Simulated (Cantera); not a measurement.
**Ignition delay**

Mixture: 2.81 % CH4, 0.101 % C2H6, 14.9 % O2, 82.1 % N2, at 5.00 bar, adiabatic and at constant volume. Ignition delay is the time to a rise of 400 K.

Model: GRI-Mech 3.0 (53 species, 325 reactions), integrated in Cantera.

| T0 (K) | delay (ms) |
|---|---|
| 1075 | 22.4 |
| 1125 | 11.0 |
| 1175 | 5.72 |
| 1225 | 3.10 |
| 1275 | 1.73 |
| 1325 | 0.983 |
| 1375 | 0.572 |

| Property | Result |
|---|---|
| apparent activation energy between 1275 and 1375 K | 160 kJ/mol |
